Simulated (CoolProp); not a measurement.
Vapour-liquid equilibrium of ethylene (1) + propane (2) at -53.45 °C; x and y are mole fractions of (1).

Computed with CoolProp (multi-fluid Helmholtz-energy mixture model, Smukala 2000 and Lemmon 2009; pair parameters Bell 2016).

```
x     bubble pressure, mixture model (MPa)  bubble pressure, Raoult's law (MPa)  y, mixture model  y, Raoult's law
----  ------------------------------------  -----------------------------------  ----------------  ---------------
0.05                                0.1062                               0.1041             0.456            0.455
0.2                                    [?]                               0.2371               [?]            0.799
0.35                                0.3809                               0.3702               [?]            0.895
0.5                                 0.5097                               0.5033             0.927            0.941
0.65                                0.6345                               0.6364             0.955            0.967
0.8                                 0.7608                               0.7695               [?]            0.984
0.95                                0.8973                               0.9026               [?]            0.997
```

**Question.** Complete the blanks.

**Answer.** 
- 0.2, bubble pressure, mixture model (MPa): 0.2458
- 0.2, y, mixture model: 0.791
- 0.35, y, mixture model: 0.883
- 0.8, y, mixture model: 0.976
- 0.95, y, mixture model: 0.994

The largest gap from Raoult's law is +3.7 % in bubble pressure, at x = 0.2. No azeotrope shows between x = 0.05 and 0.95.

The pair parameters rest on a limited set of measurements; away from them the model extrapolates. The gap from Raoult's law changes sign with composition, which may be real or a fault of the pair parameters; it wasn't checked against measurements.
